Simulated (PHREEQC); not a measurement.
Alkaline etch or developer: speciation

Solution (25 °C): 0.01 mol/kgw LiOH and 0.046 mol/kgw K2CO3. Closed to the air; pH follows from the charge balance.

Model: ion-association model, phreeqc.dat, run in PHREEQC.

- pH = 11.88
- ionic strength = 0.147 mol/kgw
- specific conductance = 11800 µS/cm
- density = 1.003 g/cm³
- total alkalinity = 102 meq/kg

```csv
species,molality,activity,log γ
K+,0.0920,0.0676,-0.134
CO3-2,0.0454,0.0155,-0.466
OH-,0.0106,0.00773,-0.136
Li+,0.0100,0.00774,-0.111
HCO3-,0.000566,0.000433,-0.116
CO2,1.23e-9,1.28e-9,0.015
```

No solid was allowed to form. Species that the database lacks are ignored.
